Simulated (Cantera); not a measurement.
An isothermal, constant-pressure homogeneous reactor starts with 0.612 % H₂, 1.53 % O₂, 97.9 % N₂, at 1048 K and 100000 Pa.

Computed with Cantera and GRI-Mech 3.0 (53 species, 325 reactions).

One state of this run: x H₂ = 3.15e-8; x O₂ = 0.0123; x NO = 3.54e-8; x HO₂ = 2.14e-9; x H = 1.47e-11; x H₂O = 0.00613. x: mole fraction; the columns are a selection and need not sum to one.

**Question.** Which value of t (s) does it belong to?
A. 0.873
B. 2.84
C. 9.23
D. 0.00240

**Answer.** A, 0.873
